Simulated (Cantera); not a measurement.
A freely propagating, adiabatic, planar premixed flame of C3H8 : O2 : N2 = 1 : 7.58 : 35.6 (molar parts), equivalence ratio 0.66, unburnt at 723 K and 188 Torr; mixture-averaged transport, grid criteria slope 0.08 and curve 0.16, no radiation.

Detailed kinetics in Cantera: GRI-Mech 3.0 (53 species, 325 reactions). GRI-Mech 3.0 was tuned for natural gas; its chemistry of propane as a main component is partial and can be far from experiment. Burning velocities carry a grid error of a few per cent, more on coarse grids.

Problem. Predict: laminar burning velocity; thermal thickness; peak x(OH); peak x(CH3).

Solution. 
| Item | Result |
|---|---|
| laminar burning velocity | 163 cm/s |
| thermal thickness | 1.25 mm |
| peak x(OH) | 0.00609 |
| peak x(CH3) | 0.00135 |
